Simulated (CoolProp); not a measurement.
Toluene along the isotherm 242.15 °C: density (kg/m³) from the reference equation and from simpler models built on Tc = 318.6 °C, pc = 41.26 bar, ω = 0.266; each cubic takes its own stable root.

Values from CoolProp's reference Helmholtz-energy equation of state, Lemmon 2006. It is a short technical equation, of lower accuracy than the large ones.

```tsv
p (bar)	phase	reference	van der Waals	Redlich-Kwong	Soave-Redlich-Kwong	Peng-Robinson
1.3	gas	2.848	2.833	2.841	2.844	2.848
1.97	gas	4.360	4.323	4.343	4.349	4.359
2.97	gas	6.675	6.588	6.635	6.650	6.672
4.48	gas	10.32	10.11	10.22	10.26	10.31
6.76	gas	16.21	15.67	15.95	16.05	16.17
10.2	gas	26.27	24.74	25.48	25.77	26.09
15.4	liquid	613.9	40.60	42.91	521.8	592.1
23.2	liquid	618.8	360.4	501.6	529.8	600.4
35	liquid	625.5	377.0	515.6	540.4	611.5
52.8	liquid	634.3	394.1	532.8	554.2	625.8
79.7	liquid	645.7	412.1	553.3	571.3	643.8
120	liquid	659.8	430.9	577.0	591.7	665.4
181	liquid	677.1	450.6	603.8	615.6	690.6
274	liquid	697.8	471.2	633.5	642.7	719.3
413	liquid	721.8	491.8	664.9	671.8	750.2
```

At some of these states van der Waals, Redlich-Kwong gives the other phase, because its saturation line lies elsewhere.
